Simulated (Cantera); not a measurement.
A closed system holds: 1 mol CuF₂, 46 mol H₂, 7.3 mol N₂, at 1323 K and 0.860 Pa.

Method: chemical equilibrium by Gibbs-energy minimisation in Cantera with the NASA 1993 tables (ideal gas, pure condensed phases). Candidate condensed phases: Cu, CuF₂; 25 gas species. The numbers say what is thermodynamically allowed, not how fast it happens.

Base state: H₂ 0.813, N₂ 0.132, HF 0.0362, Cu 0.0181, H 0.000488 (mole fractions); condensed: gas only.

Task: What changes in the equilibrium state with this change: H₂ from 46 to 0.32 mol?

Result: 
```json
[
 {"species": "N₂", "before": "0.132", "after": "0.811"},
 {"species": "CuF", "before": "7.47e-6", "after": "0.0783"},
 {"species": "HF", "before": "0.0362", "after": "0.0711"},
 {"species": "H₂", "before": "0.813", "after": "<1e-9"},
 {"species": "CuF₂", "before": "<1e-9", "after": "0.0328"},
 {"species": "Cu", "before": "0.0181", "after": "3.68e-6"},
 {"species": "F", "before": "<1e-9", "after": "0.00721"},
 {"species": "H", "before": "0.000488", "after": "<1e-9"}
]
```

Task: What changes in the equilibrium state with this change: temperature from 1323 K to 1723.15 K?

Result: 
| species | before | after |
|---|---|---|
| H₂ | 0.813 | 0.764 |
| N₂ | 0.132 | 0.128 |
| H | 0.000488 | 0.0544 |
| HF | 0.0362 | 0.0352 |
| Cu | 0.0181 | 0.0176 |
